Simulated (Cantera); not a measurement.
A closed system holds: 1 mol Si2H6, 0.15 mol O2, 81 mol N2, 0.77 mol H2O, held at 1575 K.

Cantera equilibrium calculation (NASA polynomials, part measured and part estimated; ideal gas, pure solids and liquids). Candidate condensed phases: H2O, Si, SiO2, Si2N2O, Si3N4; 35 gas species. The feed counts by its element totals alone. Mutual solubility and eutectic melting of coexisting phases are not modelled. The tables hold silica as quartz up to 1696 K and as liquid above; real silica turns to tridymite and cristobalite and melts near 1996 K. Rates play no part.

### Question
Which condensed phases are stable at each of these points (P (Pa)): 5, 26, 140, 710, 3700, 19000, 100000?

### Answer
```tsv
P (Pa)	condensed phases	Si condensed (%)
5	Si(s)	41.4
26	Si3N4(s)	45.6
140	Si2N2O(s) + Si3N4(s)	92.2
710	Si2N2O(s)	93.0
3700	SiO2(β-quartz) + Si2N2O(s)	94.8
19000	SiO2(β-quartz) + Si2N2O(s)	99.4
100000	SiO2(β-quartz) + Si2N2O(s)	99.9
```

At 5.00 Pa the condensed part is Si(s). At 26.0 Pa the condensed part is Si3N4(s). At 1.40 mbar the condensed part is Si2N2O(s) + Si3N4(s). At 7.10 mbar the condensed part is Si2N2O(s). From 37.0 mbar to 1.00 bar the condensed part is SiO2(β-quartz) + Si2N2O(s).
